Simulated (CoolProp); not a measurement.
A single-stage vapour-compression cycle with R365MFC: evaporating at 321.15 K (dew point), condensing at 351.15 K (bubble point), superheat 2 K, subcooling 2 K, compressor efficiency 0.9, no pressure losses. Each further row changes one setting.

The numbers come from the reference Helmholtz-energy equation of state, Lemmon 2016 in CoolProp.

| case | cooling COP | pressure ratio | discharge temperature (K) | refrigerating effect (kJ/kg) | volumetric capacity (kJ/m³) |
|---|---|---|---|---|---|
| as stated | 8.39 | 2.50 | 351.2 | 146 | 1130 |
| evaporating temperature 326.15 K | ? | ? | 351.2 | 150 | 1360 |
| condensing temperature 346.15 K | 10.4 | 2.18 | 346.1 | 153 | 1190 |
| subcooling 7 K | ? | 2.50 | 351.2 | 153 | 1190 |
| superheat 12 K | ? | 2.50 | 354.2 | ? | 1170 |
| compressor efficiency 0.8 | 7.46 | 2.50 | 351.2 | 146 | 1130 |

### Question
Fill in the missing entries.

### Answer

- evaporating temperature 326.15 K, cooling COP: 10.5
- evaporating temperature 326.15 K, pressure ratio: 2.12
- subcooling 7 K, cooling COP: 8.82
- superheat 12 K, cooling COP: 8.59
- superheat 12 K, refrigerating effect (kJ/kg): 156

The compression ends wet for: as stated; evaporating temperature 326.15 K; condensing temperature 346.15 K; subcooling 7 K; compressor efficiency 0.8.
